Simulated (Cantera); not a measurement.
# Fluorocarbon and chlorocarbon gases: CF4 + HCl + H2 + F2

Feed: 1 mol CF4, 1.6 mol HCl, 1.1 mol H2, 0.6 mol F2, equilibrated at 18.0 Pa.

Method: chemical equilibrium by Gibbs-energy minimisation in Cantera with the NASA 1993 tables (ideal gas, pure condensed phases). Candidate condensed phases: C, C6H6, C7H8, C8H18; 118 gas species. Condensed phases not in the tables: fluorocarbon polymer. Gases not in the tables: C2F6 and larger saturated fluorocarbons. Rates play no part.

From 800 K to 2150 K the condensed part is C(graphite). The main C-bearing gas is CF4 at 800 K and CF2 at 2150 K. The share of C in condensed phases is highest at 2150 K (90.9 %) and lowest at 800 K (26.8 %).

```csv
T (K),log p HF,log p HCl,log p Cl,log p F,log p CF4,log p Cl2,log p CF2,n C(graphite)
800,-4.05,-4.22,-7.96,<-15,-4.54,-5.86,-15.24,0.268
950,-4.00,-4.34,-6.31,-13.23,-4.60,-5.12,-12.35,0.351
1100,-3.95,-4.55,-5.27,-10.88,-4.70,-4.89,-10.28,0.459
1250,-3.93,-4.87,-4.63,-9.11,-4.81,-5.04,-8.73,0.553
1400,-3.93,-5.39,-4.37,-7.72,-4.91,-5.64,-7.52,0.617
1550,-3.93,-5.96,-4.31,-6.59,-4.96,-6.44,-6.53,0.639
1700,-3.93,-6.48,-4.31,-5.66,-5.03,-7.19,-5.74,0.635
1850,-3.95,-6.88,-4.33,-4.96,-5.35,-7.86,-5.21,0.638
2000,-3.98,-7.01,-4.36,-4.59,-6.57,-8.45,-5.24,0.774
2150,-3.99,-6.89,-4.37,-4.48,-8.44,-8.94,-5.67,0.909
```
log p: log10 of the partial pressure in bar; n: condensed amount in mol.
